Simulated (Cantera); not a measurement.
Input: 1 mol Si(CH3)4, 0.14 mol C2H4, 8.7 mol H2, held at 1775 K and 1400 Pa.

Method: chemical equilibrium by Gibbs-energy minimisation in Cantera with the NASA 1993 tables (ideal gas, pure condensed phases). Candidate condensed phases: C, C6H6, C7H8, C8H18, Si, SiC; 87 gas species. Equilibrium is a limit: real reactors are often held back by kinetics, nucleation or transport.

Problem. What is the equilibrium state?

Solution. 
| Quantity | Result |
|---|---|
| x(H2) | 0.997 |
| x(H) | 0.00244 |
| x(C2H2 (acetylene)) | 0.000142 |
| x(CH4) | 1.17e-5 |
| x(Si) | 3.36e-6 |
| n(C(graphite)) | 3.28 mol |
| n(SiC(s)) | 1.000 mol |
| gas amount | 15.00 mol |
| log10 activity of Si(l) (absent) | -1.67 |
